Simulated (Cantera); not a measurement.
Input: 1 mol SiHCl₃, 6.3 mol H₂, at 2075 K and 110 Pa.

These are equilibrium values from Cantera (NASA tables, ideal gas, pure condensed phases), not measurements of a reactor. Candidate condensed phases: Si; 19 gas species. The tables' values for SiCl, SiCl₃ are old estimates; treat these amounts as uncertain. Gases not in the tables: Si₂H₆ and higher silanes. Equilibrium is a limit: real reactors are often held back by kinetics, nucleation or transport.

Base state: H₂ 0.622, HCl 0.191, H 0.0633, SiCl₂ 0.0591, Si 0.0426, Cl 0.0143, SiCl 0.00716, SiH 0.000638 (mole fractions); condensed: gas only.

Q: What changes in the equilibrium state with this change: H₂ from 6.3 to 880 mol?

A: 
| species | before | after |
|---|---|---|
| H₂ | 0.622 | 0.919 |
| H | 0.0633 | 0.0770 |
| HCl | 0.191 | 0.00307 |
| SiCl₂ | 0.0591 | 2.60e-7 |
| Cl | 0.0143 | 0.000190 |
| Si | 0.0426 | 0.00106 |
| SiCl₃ | 8.44e-5 | <1e-9 |
| Si₃ | 2.30e-5 | <1e-9 |

Q: What changes in the equilibrium state with this change: SiHCl₃ replaced by (CH₃)₂SiCl₂?

A: 
| species | before | after |
|---|---|---|
| H₂ | 0.622 | 0.743 |
| HCl | 0.191 | 0.162 |
| H | 0.0633 | 0.0692 |
| SiCl₂ | 0.0591 | 0.00555 |
| Si | 0.0426 | 0.00663 |
| Cl | 0.0143 | 0.0111 |
| C₂H₂ (acetylene) | 0 | 0.000922 |
| SiC₂ | 0 | 0.000384 |
| Si₂C | 0 | 0.000247 |
| C(graphite), mol | 0 | 1.12 |
| SiC(s), mol | 0 | 0.848 |
The feed counts by its element totals alone. The tables' values for SiCl are old estimates; treat these amounts as uncertain. Further candidate phases: C, C₆H₆, C₇H₈, C₈H₁₈, SiC.
